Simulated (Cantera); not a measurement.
Input (Python, Cantera):

```python
import numpy as np
import cantera as ct

gas = ct.Solution("gri30.yaml")


def delay(T, t_max=10):
    gas.TPX = T, 370000, {'CH4': 1, 'C2H6': 0.22, 'C3H8': 0.056, 'O2': 1.69, 'N2': 6.1}
    reactor = ct.IdealGasReactor(gas, clone=False)
    net = ct.ReactorNet([reactor])
    net.rtol, net.atol = 1e-8, 1e-16
    while net.time < t_max:
        t_old, T_old = net.time, reactor.T
        net.step()
        if reactor.T > T + 400:  # ignition: a rise of 400 K
            return t_old + (T + 400 - T_old) / (reactor.T - T_old) * (net.time - t_old)
    return np.nan


taus = []
for T in [1223, 1298, 1373, 1448, 1523, 1598, 1673, 1748, 1823, 1898]:
    taus.append(delay(T))
    print(f"T0 = {T:6g} K   tau = {taus[-1]:.4e} s")
```

Output:

```
T0 =   1223 K   tau = 8.0760e-04 s
T0 =   1298 K   tau = 3.4015e-04 s
T0 =   1373 K   tau = 1.5888e-04 s
T0 =   1448 K   tau = 7.9996e-05 s
T0 =   1523 K   tau = 4.3016e-05 s
T0 =   1598 K   tau = 2.4655e-05 s
T0 =   1673 K   tau = 1.5031e-05 s
T0 =   1748 K   tau = 9.7085e-06 s
T0 =   1823 K   tau = 6.6085e-06 s
T0 =   1898 K   tau = 4.7126e-06 s
```

Cantera simulation using GRI-Mech 3.0 (53 species, 325 reactions); the numbers are that mechanism's predictions, not measurements.
